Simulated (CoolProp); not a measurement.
Values from CoolProp's reference Helmholtz-energy equation of state, Akasaka 2022.

Q: For R1233zd(E), give the phase and the density (kg/m³), Joule-Thomson coefficient (K/MPa), isothermal compressibility (1/MPa), fugacity coefficient at 450 K and 377 kPa; 450 K and 587 kPa.

A: 
- 450 K and 377 kPa: gas; density 13.6, Joule-Thomson coefficient 9.60, isothermal compressibility 2.75, fugacity coefficient 0.966
- 450 K and 587 kPa: gas; density 21.7, Joule-Thomson coefficient 9.83, isothermal compressibility 1.81, fugacity coefficient 0.947
